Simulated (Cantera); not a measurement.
Charge: 1 mol PbO, 85 mol H2, at 13.3 mbar.

These are equilibrium values from Cantera (NASA tables, ideal gas, pure condensed phases), not measurements of a reactor. Candidate condensed phases: H2O, Pb, PbO, PbO2, Pb3O4; 12 gas species. Kinetics and transport are ignored.

Q: Which condensed phases are stable at each of these points (T (K)): 550, 600, 650, 700, 750, 800, 850, 900, 950?

A: 
```tsv
T (K)	condensed phases	Pb condensed (%)
550	Pb(s)	100.0
600	Pb(s)	100.0
650	Pb(l)	100.0
700	Pb(l)	100.0
750	Pb(l)	100.0
800	Pb(l)	100.0
850	Pb(l)	99.8
900	Pb(l)	99.1
950	Pb(l)	96.8
```

From 550 K to 600 K the condensed part is Pb(s). From 650 K to 950 K the condensed part is Pb(l).
